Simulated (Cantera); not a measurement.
Input (Python, Cantera):

```python
import numpy as np
import cantera as ct

gas = ct.Solution("h2o2.yaml")
gas.TP = 300, 101325
flame = ct.CounterflowDiffusionFlame(gas, width=0.02)
flame.fuel_inlet.X, flame.fuel_inlet.T = {'H2': 1}, 525
flame.oxidizer_inlet.X, flame.oxidizer_inlet.T = {'O2': 0.27, 'N2': 0.73}, 473
flame.set_refine_criteria(ratio=3, slope=0.12, curve=0.24, prune=0.03)
show = ['OH', 'H', 'H2O', 'HO2']

rows = []
print(f"{'mdot':>8s}{'a_max':>10s}{'a_mean':>10s}{'Tmax/K':>9s}" + "".join(f"{s:>11s}" for s in show) + "   (peak mole fractions)")
for i, mdot in enumerate([0.61, 0.85, 1.2, 1.7, 2.3, 3.3, 4.6, 6.4, 9, 13]):  # kg/m2/s on the oxidiser side
    flame.oxidizer_inlet.mdot, flame.fuel_inlet.mdot = mdot, 0.27 * mdot
    flame.solve(loglevel=0, auto=(i == 0))
    if flame.T.max() < max(525, 473) + 100:
        print(f"{mdot:8.3g}  no burning solution found from the previous one")
        break
    dT = np.abs(np.gradient(flame.T, flame.grid))
    rows.append([flame.strain_rate("max"), flame.strain_rate("mean"), flame.T.max(),
                 *(flame.X[gas.species_index(s)].max() for s in show), max(dT[0], dT[-1]) / dT.max()])
    print(f"{mdot:8.3g}{rows[-1][0]:10.1f}{rows[-1][1]:10.1f}{rows[-1][2]:9.1f}" + "".join(f"{x:11.3e}" for x in rows[-1][3:-1]))
```

It prints:

```
    mdot     a_max    a_mean   Tmax/K         OH          H        H2O        HO2   (peak mole fractions)
    0.61     896.3     216.7   2693.6  3.288e-02  2.424e-02  3.208e-01  5.280e-05
    0.85    1223.0     301.9   2660.1  3.292e-02  2.576e-02  3.182e-01  6.703e-05
     1.2    1714.9     426.2   2618.6  3.292e-02  2.800e-02  3.156e-01  8.345e-05
     1.7    2406.3     603.8   2563.5  3.282e-02  3.059e-02  3.126e-01  1.013e-04
     2.3    3221.4     817.0   2510.6  3.269e-02  3.335e-02  3.098e-01  1.192e-04
     3.3    4567.6    1172.1   2441.4  3.228e-02  3.722e-02  3.061e-01  1.429e-04
     4.6    6348.2    1633.9   2371.2  3.152e-02  4.117e-02  3.027e-01  1.663e-04
     6.4    8807.0    2273.3   2296.1  3.050e-02  4.537e-02  2.994e-01  1.912e-04
       9   12329.7    3196.8   2215.3  2.910e-02  4.956e-02  2.963e-01  2.168e-04
      13   17693.8    4617.5   2134.3  2.772e-02  5.458e-02  2.921e-01  2.469e-04
```

Detailed kinetics in Cantera: the H2/O2 subset of GRI-Mech 3.0, which has no nitrogen chemistry. The maximum strain rate includes the flame's own expansion and is several times the mean.
